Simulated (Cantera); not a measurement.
Cantera run, input and output.

```python
import numpy as np
import cantera as ct

gas = ct.Solution("h2o2.yaml")
gas.TPX = 723, 1000000, {'H2': 1, 'O2': 0.962, 'N2': 2.9, 'H2O': 0.25}
inlet = ct.Reservoir(gas, clone=True)
gas.equilibrate("HP")  # start burning
reactor = ct.IdealGasConstPressureReactor(gas, energy="on", clone=False)
exhaust = ct.Reservoir(gas, clone=True)
tau = [0.091, 0.047, 0.025, 0.013, 0.0066, 0.0035, 0.0018, 0.00093, 0.00049, 0.00025, 0.00013, 6.8e-05, 3.5e-05][0]
for a, b in ((inlet, reactor), (reactor, exhaust)):
    ct.MassFlowController(a, b, mdot=lambda t: reactor.mass / tau)
net = ct.ReactorNet([reactor])
show = ['H2', 'O2', 'H2O', 'HO2', 'O']

rows = []
print(f"{'tau/s':>10s}{'T/K':>9s}" + "".join(f"{s:>11s}" for s in show))
for tau in [0.091, 0.047, 0.025, 0.013, 0.0066, 0.0035, 0.0018, 0.00093, 0.00049, 0.00025, 0.00013, 6.8e-05, 3.5e-05]:
    net.initial_time = 0.0
    net.advance(30 * tau)
    before = gas.X
    net.advance(40 * tau)
    drift = np.max(np.abs(gas.X - before) / (gas.X + 1e-9))
    rows.append([gas.T, *gas[show].X, drift])
    print(f"{tau:10.3e}{gas.T:9.1f}" + "".join(f"{x:11.3e}" for x in gas[show].X))
```

Result:

```
     tau/s      T/K         H2         O2        H2O        HO2          O
 9.100e-02   2125.2  1.954e-04  9.939e-02  2.692e-01  7.631e-06  1.673e-04
 4.700e-02   2125.1  1.993e-04  9.939e-02  2.692e-01  7.667e-06  1.686e-04
 2.500e-02   2125.0  2.064e-04  9.939e-02  2.691e-01  7.731e-06  1.709e-04
 1.300e-02   2124.7  2.202e-04  9.938e-02  2.691e-01  7.858e-06  1.755e-04
 6.600e-03   2124.2  2.471e-04  9.937e-02  2.690e-01  8.112e-06  1.846e-04
 3.500e-03   2123.3  2.933e-04  9.935e-02  2.689e-01  8.562e-06  2.005e-04
 1.800e-03   2121.7  3.790e-04  9.932e-02  2.687e-01  9.440e-06  2.310e-04
 9.300e-04   2119.1  5.246e-04  9.927e-02  2.683e-01  1.104e-05  2.852e-04
 4.900e-04   2114.9  7.546e-04  9.919e-02  2.678e-01  1.379e-05  3.746e-04
 2.500e-04   2108.4  1.137e-03  9.910e-02  2.669e-01  1.871e-05  5.287e-04
 1.300e-04   2098.9  1.716e-03  9.900e-02  2.656e-01  2.663e-05  7.660e-04
 6.800e-05   2085.5  2.590e-03  9.894e-02  2.639e-01  3.915e-05  1.124e-03
 3.500e-05   2065.8  3.946e-03  9.897e-02  2.613e-01  5.932e-05  1.668e-03
```

Model: the H2/O2 subset of GRI-Mech 3.0, which has no nitrogen chemistry, integrated in Cantera. The hydrogen kinetics of GRI-Mech 3.0 are dated; newer H2 mechanisms differ, most at raised pressure.
